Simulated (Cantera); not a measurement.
An adiabatic, constant-pressure homogeneous reactor starts with CO : H₂ : O₂ : N₂ = 1 : 0.18 : 0.983 : 3.7 (molar parts), at 1050 K and 5.00 bar. Integrator tolerance rtol = 1e-08.

Computed with Cantera and GRI-Mech 3.0 (53 species, 325 reactions). The hydrogen kinetics of GRI-Mech 3.0 are dated; newer H2 mechanisms differ, most at raised pressure.

What does this change do: constant volume in place of constant pressure?


| quantity | before | after |
|---|---|---|
| time of steepest temperature rise | 1.10 ms | 0.993 ms |
| temperature at 0.200 s | 2467 K | 2689 K |
| equilibrium temperature | 2467 K | 2689 K |
| x(CO) at 0.200 s | 0.00930 (gas-phase equilibrium 0.00930) | 0.0175 (gas-phase equilibrium 0.0175) |
| x(H₂) at 0.200 s | 0.000270 (gas-phase equilibrium 0.000270) | 0.000465 (gas-phase equilibrium 0.000465) |
| x(O₂) at 0.200 s | 0.0712 (gas-phase equilibrium 0.0712) | 0.0713 (gas-phase equilibrium 0.0713) |
| x(CO₂) at 0.200 s | 0.179 (gas-phase equilibrium 0.179) | 0.170 (gas-phase equilibrium 0.170) |
| x(NO) at 0.200 s | 0.0119 (gas-phase equilibrium 0.0119) | 0.0171 (gas-phase equilibrium 0.0171) |
| x(N₂O) at 0.200 s | 1.38e-6 (gas-phase equilibrium 1.38e-6) | 3.03e-6 (gas-phase equilibrium 3.03e-6) |
| x(OH) at 0.200 s | 0.00375 (gas-phase equilibrium 0.00375) | 0.00570 (gas-phase equilibrium 0.00570) |

What does this change do: initial temperature 1050 to 1750 K?


```csv
quantity,before,after
time of steepest temperature rise,1.10 ms,3.25 µs
temperature at 0.200 s,2467 K,2816 K
equilibrium temperature,2467 K,2816 K
x(CO) at 0.200 s,0.00930 (gas-phase equilibrium 0.00930),0.0386 (gas-phase equilibrium 0.0386)
x(H₂) at 0.200 s,0.000270 (gas-phase equilibrium 0.000270),0.00102 (gas-phase equilibrium 0.00102)
x(O₂) at 0.200 s,0.0712 (gas-phase equilibrium 0.0712),0.0762 (gas-phase equilibrium 0.0762)
x(CO₂) at 0.200 s,0.179 (gas-phase equilibrium 0.179),0.146 (gas-phase equilibrium 0.146)
x(NO) at 0.200 s,0.0119 (gas-phase equilibrium 0.0119),0.0210 (gas-phase equilibrium 0.0210)
x(N₂O) at 0.200 s,1.38e-6 (gas-phase equilibrium 1.38e-6),2.43e-6 (gas-phase equilibrium 2.43e-6)
x(OH) at 0.200 s,0.00375 (gas-phase equilibrium 0.00375),0.00937 (gas-phase equilibrium 0.00937)
```
